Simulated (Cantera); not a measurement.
Feed: 1 mol SiH4, 0.37 mol CH4, 300 mol H2, equilibrated at 0.630 bar.

Equilibrium computed with Cantera from the NASA thermochemical tables; the gas is ideal and each condensed phase is pure. Candidate condensed phases: C, C6H6, C7H8, C8H18, Si, SiC; 87 gas species. Mutual solubility and eutectic melting of coexisting phases are not modelled. Gases not in the tables: Si2H6 and higher silanes. Kinetics and transport are ignored.

Which condensed phases are stable at each of these points (T (K)): 900, 1000, 1100, 1200, 1300, 1400, 1500, 1600, 1700, 1800, 1900?


| T (K) | condensed phases | Si condensed (%) |
|---|---|---|
| 900 | Si(s) + SiC(s) | 100.0 |
| 1000 | Si(s) + SiC(s) | 100.0 |
| 1100 | Si(s) + SiC(s) | 100.0 |
| 1200 | Si(s) + SiC(s) | 100.0 |
| 1300 | Si(s) + SiC(s) | 100.0 |
| 1400 | Si(s) + SiC(s) | 100.0 |
| 1500 | Si(s) + SiC(s) | 99.9 |
| 1600 | Si(s) + SiC(s) | 99.8 |
| 1700 | Si(l) + SiC(s) | 99.5 |
| 1800 | Si(l) + SiC(s) | 98.8 |
| 1900 | Si(l) + SiC(s) | 97.2 |

From 900 K to 1600 K the condensed part is Si(s) + SiC(s). From 1700 K to 1900 K the condensed part is Si(l) + SiC(s).
